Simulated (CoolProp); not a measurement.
Aqueous ethylene glycol as a coolant, at 13 °C, 1 atm.

Model: Melinder's fits for secondary coolants, in CoolProp.

```tsv
mass %	freezing point (°C)	density (kg/m³)	viscosity (mPa s)	Prandtl number	conductivity (W/(m K))
4.3	-1.4	1004	1.33	9.69	0.568
13.5	-4.8	1017	1.71	12.9	0.528
22.7	-9.5	1030	2.21	17.3	0.488
31.8	-16.0	1043	2.83	23.0	0.451
41	-24.9	1056	3.65	30.4	0.416
50.1	-36.1	1069	4.71	40.1	0.384
59.3	-50.0	1080	6.11	52.8	0.355
```
